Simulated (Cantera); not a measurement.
An isothermal, constant-pressure homogeneous reactor starts with CH4 : N2 : H2O = 1 : 2 : 0.23 (molar parts), at 1623 K and 1.01 bar.

Computed with Cantera and GRI-Mech 3.0 (53 species, 325 reactions). GRI-Mech 3.0 stops at C3 and has no aromatics, soot or wall deposition, so with more carbon than oxygen in the feed, carbon stays in small species such as C2H2 where larger ones or solid carbon would form.

One state of this run: x CH4 = 0.0583; x C2H6 = 2.97e-5; x CH2 = 1.84e-8; x HCN = 2.73e-8; x C2H4 = 0.00268; x H2 = 0.290; x CH3 = 0.000130. x: mole fraction; the columns are a selection and need not sum to one.

**Question.** Which value of t (s) does it belong to?
A) 0.000400
B) 9.68
C) 72.9
D) 0.171

**Answer.** D, 0.171
